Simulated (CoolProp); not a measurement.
Benzene at several states: Z from the reference equation and from simpler models built on Tc = 288.9 °C, pc = 4906 kPa, ω = 0.211; each cubic takes its own stable root.

Values from CoolProp's reference Helmholtz-energy equation of state, Thol 2012.

| T (°C) | p (kPa) | phase | reference | van der Waals | Soave-Redlich-Kwong |
|---|---|---|---|---|---|
| 199.45 | 16900 | liquid | 0.4753 | ? | 0.5131 |
| 294.45 | 11.4 | gas | 0.9992 | 0.9993 | 0.9992 |
| 180.15 | 1970 | liquid | ? | 0.09734 | 0.06583 |
| 119.05 | 590 | liquid | 0.01839 | ? | 0.02011 |
| 253.95 | 2620 | gas | 0.7071 | 0.7689 | 0.7183 |
| 101.05 | 2590 | liquid | 0.08200 | 0.1332 | ? |

**Question.** Some entries are withheld; supply them.

**Answer.** 
- 199.45, van der Waals: 0.7082
- 180.15, reference: 0.05908
- 119.05, van der Waals: 0.9097
- 101.05, Soave-Redlich-Kwong: 0.08929

At some of these states van der Waals gives the other phase, because its saturation line lies elsewhere.
